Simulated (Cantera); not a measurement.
Feed: 1 mol TiO₂, 1200 mol H₂, at 1675 °C and 10000 Pa.

Method: chemical equilibrium by Gibbs-energy minimisation in Cantera with the NASA 1993 tables (ideal gas, pure condensed phases). Candidate condensed phases: H₂O, Ti, TiO, TiO₂, Ti₂O₃, Ti₃O₅, Ti₄O₇; 12 gas species. Equilibrium is a limit: real reactors are often held back by kinetics, nucleation or transport.

Base state: H₂ 0.996, H 0.00357, H₂O 0.000417 (mole fractions); condensed: Ti₂O₃(s).

**Question.** What changes in the equilibrium state with this change: pressure from 10000 Pa to 200 Pa?

**Answer.** 
```csv
species,before,after
H₂,0.996,0.974
H,0.00357,0.0250
H₂O,0.000417,0.000464
TiO,2.14e-6,0.000101
"Ti₂O₃(s), mol",0.499,0.434
```
